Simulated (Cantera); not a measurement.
Feed: 1 mol Si, 0.024 mol N2O, 17 mol N2, held at 2.50 mbar.

These are equilibrium values from Cantera (NASA tables, ideal gas, pure condensed phases), not measurements of a reactor. Candidate condensed phases: Si, SiO2, Si2N2O, Si3N4; 16 gas species. The tables' values for SiN are old estimates; treat these amounts as uncertain. The numbers say what is thermodynamically allowed, not how fast it happens.

Question: At 2098 K, list the 5 most abundant gas species with their mole fractions, and the condensed phases.

Answer: N2 0.946, Si 0.0509, SiO 0.00133, Si2 0.000643, Si2N 0.000604. Condensed: gas only.
